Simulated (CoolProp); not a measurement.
Vapour-liquid equilibrium of methane (1) + ethylene (2) at -125.25 °C; x and y are mole fractions of (1).

Model: multi-fluid Helmholtz-energy mixture model, Setzmann 1991 and Smukala 2000; pair parameters Bell 2016, in CoolProp.

Problem. Give the bubble pressure and the first vapour's composition at x = 0.125, 0.875, 0.95. Is there an azeotrope?

Solution. x = 0.125: 1.793 bar, y = 0.879; x = 0.875: 8.236 bar, y = 0.992; x = 0.95: 8.926 bar, y = 0.996. No azeotrope shows between x = 0.05 and 0.95.

The pair parameters rest on a limited set of measurements; away from them the model extrapolates. The gap from Raoult's law changes sign with composition, which may be real or a fault of the pair parameters; it wasn't checked against measurements.
